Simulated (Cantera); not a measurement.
Charge: 1 mol Si3N4, 0.17 mol CO2, 100 mol N2, held at 1652 °C and 3.20 Pa.

Method: chemical equilibrium by Gibbs-energy minimisation in Cantera with the NASA 1993 tables (ideal gas, pure condensed phases). Candidate condensed phases: C, Si, SiC, SiO2, Si2N2O, Si3N4; 34 gas species. The tables' values for SiN are old estimates; treat these amounts as uncertain. The numbers say what is thermodynamically allowed, not how fast it happens.

Base state: N2 0.970, Si 0.0268, SiO 0.00162, CO 0.00161, SiN 4.68e-5, Si2 1.14e-5 (mole fractions); condensed: gas only.

Question: What changes in the equilibrium state with this change: CO2 from 0.17 to 0.07 mol?

Answer: 
| species | before | after |
|---|---|---|
| N2 | 0.970 | 0.971 |
| Si | 0.0268 | 0.0278 |
| SiO | 0.00162 | 0.000673 |
| CO | 0.00161 | 0.000659 |
| Si2 | 1.14e-5 | 1.22e-5 |
| SiN | 4.68e-5 | 4.86e-5 |
